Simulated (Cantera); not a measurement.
Charge: 1 mol MgSO4, 0.089 mol H2O, equilibrated at 2025 K and 0.200 bar.

Cantera equilibrium calculation (NASA polynomials, part measured and part estimated; ideal gas, pure solids and liquids). Candidate condensed phases: H2O, H2SO4, Mg, MgO, Mg(OH)2, MgS, MgSO4, S; 26 gas species. The numbers say what is thermodynamically allowed, not how fast it happens.

Base state: SO2 0.627, O2 0.313, H2O 0.0544, OH 0.00282, O 0.00101, SO3 0.000823, SO 0.000466, H2 7.57e-5 (mole fractions); condensed: MgO(s).

Question: What changes in the equilibrium state with this change: H2O from 0.089 to 0.5 mol?

Answer: 
```
species       before     after
-----------  -------  --------
SO2            0.627     0.498
O2             0.313     0.248
H2O           0.0544     0.246
Mg(OH)2      2.61e-6   1.18e-5
H2           7.57e-5  0.000385
H            3.74e-5   8.44e-5
OH           0.00282   0.00565
MgO(s), mol    1.000     1.000
```

Question: What changes in the equilibrium state with this change: temperature from 2025 K to 700 K?

Answer: 
```json
[
 {"species": "H2O", "before": "0.0544", "after": "1.00"},
 {"species": "SO2", "before": "0.627", "after": "2.74e-9"},
 {"species": "O2", "before": "0.313", "after": "1.38e-9"},
 {"species": "OH", "before": "0.00282", "after": "<1e-9"},
 {"species": "O", "before": "0.00101", "after": "<1e-9"},
 {"species": "MgO(s), mol", "before": "1.000", "after": "0"},
 {"species": "MgSO4(s), mol", "before": "0", "after": "1.00"}
]
```

Question: What changes in the equilibrium state with this change: H2O from 0.089 to 0.011 mol?

Answer: 
```tsv
species	before	after
SO2	0.627	0.660
O2	0.313	0.330
H2O	0.0544	0.00676
H2	7.57e-5	9.15e-6
H	3.74e-5	1.30e-5
OH	0.00282	0.00100
MgO(s), mol	1.000	1.000
```
